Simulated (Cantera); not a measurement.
What does this Cantera script print?

```python
import numpy as np
import cantera as ct

gas_names = [...]  # 92 gases of nasa_gas.yaml made of C, H, N
cond_names = """
    C(gr) C6H6(L) C7H8(L) C8H18(L),n-octa
""".split()


# ... load() reads the species with a 1 bar reference pressure and builds the phases ...
atoms = {
    'C3H8': {'C': 3, 'H': 8},
    'NH3': {'N': 1, 'H': 3},
}
top_T = {'C(gr)': 4500}  # K; cautious upper limits of use, not melting points


# ... equilibrate(T, P, feed) seeds the gas with the atoms and calls Mixture.equilibrate('TP', solver="vcs", rtol=1e-11, max_steps=5000) ...
results = []
feed = {'C3H8': 1, 'NH3': 0.54}  # mol
P = 100000  # Pa
for T in [1598, 1698, 1798, 1898, 1998, 2098, 2198, 2298, 2398, 2498]:
    mix = equilibrate(T, P, feed)
    results.append((T, P, feed, dict(zip(mix.species_names, mix.species_moles))))

top = {s: max(r[3][s] / sum(r[3][g] for g in gas_names) for r in results) for s in gas_names}
cols = sorted((s for s in top if top[s] > 1e-05), key=lambda s: -top[s])[:9]
seen = [c for c in cond_names if any(r[3].get(c, 0) > 1e-12 for r in results)]
print("log10 of partial pressures in bar; condensed amounts in mol")
print(f"{'T/K':>10s}" + "".join(f"{s[:9]:>10s}" for s in cols + seen))
for T, P, feed, n in results:
    ng = sum(n[g] for g in gas_names)
    print(f"{T:10.4g}" + "".join(f"{np.log10(max(n[s] / ng * P / 1e5, 1e-99)):10.3f}" for s in cols)
          + "".join(f"{n.get(c, 0):10.4g}" for c in seen))
```

Result:

```
log10 of partial pressures in bar; condensed amounts in mol
       T/K        H2        N2         H       HCN C2H2,acet       HNC       CH4       CH3      C4H2     C(gr)
      1598    -0.025    -1.276    -4.286    -3.344    -4.594    -4.988    -2.833    -5.786    -9.576      2.99
      1698    -0.024    -1.278    -3.852    -3.092    -4.167    -4.618    -3.006    -5.525    -8.717      2.99
      1798    -0.025    -1.280    -3.466    -2.868    -3.788    -4.291    -3.160    -5.295    -7.954     2.988
      1898    -0.025    -1.284    -3.119    -2.670    -3.450    -4.000    -3.298    -5.090    -7.274     2.982
      1998    -0.026    -1.289    -2.808    -2.492    -3.146    -3.739    -3.421    -4.907    -6.662     2.973
      2098    -0.027    -1.296    -2.525    -2.333    -2.872    -3.505    -3.533    -4.742    -6.111     2.959
      2198    -0.029    -1.305    -2.269    -2.191    -2.625    -3.294    -3.636    -4.594    -5.611     2.939
      2298    -0.032    -1.317    -2.035    -2.063    -2.401    -3.105    -3.732    -4.460    -5.157      2.91
      2398    -0.037    -1.332    -1.821    -1.950    -2.197    -2.934    -3.822    -4.341    -4.744      2.87
      2498    -0.043    -1.351    -1.625    -1.849    -2.012    -2.781    -3.908    -4.235    -4.366     2.816
```

Equilibrium computed with Cantera from the NASA thermochemical tables; the gas is ideal and each condensed phase is pure.
